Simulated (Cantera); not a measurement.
A closed system holds: 1 mol CuO, 0.51 mol F₂, 3 mol HF, at 40.0 Pa.

Cantera equilibrium calculation (NASA polynomials, part measured and part estimated; ideal gas, pure solids and liquids). Candidate condensed phases: Cu, CuF₂, CuO, Cu(OH)₂, Cu₂O, H₂O; 27 gas species. Equilibrium is a limit: real reactors are often held back by kinetics, nucleation or transport. All values below are at 1300 °C.

Base state: HF 0.666, CuF 0.217, O₂ 0.111, CuF₂ 0.00437, F 0.000973, Cu 0.000882, O 0.000174 (mole fractions); condensed: gas only.

### Question
What changes in the equilibrium state with this change: F₂ from 0.51 to 1.1 mol?

### Answer
```tsv
species	before	after
HF	0.666	0.598
CuF₂	0.00437	0.136
F	0.000973	0.103
CuF	0.217	0.0634
O₂	0.111	0.0995
Cu	0.000882	2.43e-6
O	0.000174	0.000165
```
